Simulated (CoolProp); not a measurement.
Saturation properties of methanol (Tc = 513.4 K, pc = 8.216 MPa, ω = 0.565).

Model: reference Helmholtz-energy equation of state, de Reuck 1993, in CoolProp.

```tsv
T (K)	p (MPa)	enthalpy of vaporisation (kJ/kg)	vapour Z	liquid viscosity (µPa s)
349.4	0.1582	1077	0.9353	286
354.4	0.1893	___	0.9295	271
359.5	0.2260	___	0.9232	256
364.5	___	1043	0.9165	243
369.5	0.3149	1031	0.9093	231
374.5	0.3690	1019	0.9017	220
379.6	0.4317	1005	0.8933	209
384.6	0.5012	991.3	0.8845	199
389.6	0.5795	976.8	0.8752	189
394.6	0.6673	961.7	0.8651	181
399.7	___	___	0.8541	172
404.7	0.8770	928.9	0.8427	164
409.7	0.9987	911.4	0.8304	___
```

Problem. Some entries are withheld; supply them.

Solution. 
- 354.4, enthalpy of vaporisation (kJ/kg): 1066
- 359.5, enthalpy of vaporisation (kJ/kg): 1055
- 364.5, p (MPa): 0.2675
- 399.7, p (MPa): 0.7675
- 399.7, enthalpy of vaporisation (kJ/kg): 945.5
- 409.7, liquid viscosity (µPa s): 156

It boils at 337.6 K under 1 atm.

Viscosity comes from a separate model (Xiang 2006).
